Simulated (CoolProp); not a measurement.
A Linde-Hampson liquefier for normal hydrogen: isothermal reversible compression at 290 K from 1 atm to 30 MPa, throttling to 1 atm, return gas leaving the recuperator 2 K below the feed. Each further row changes one setting.

Model: reference Helmholtz-energy equation of state, Leachman 2009, in CoolProp.

```
case                        compression work (kJ/kg of gas)
--------------------------  -------------------------------
as stated                                              7030
high pressure 60 MPa                                   8090
warm-end temperature 320 K                             7740
warm-end gap 7 K                                       7030
```
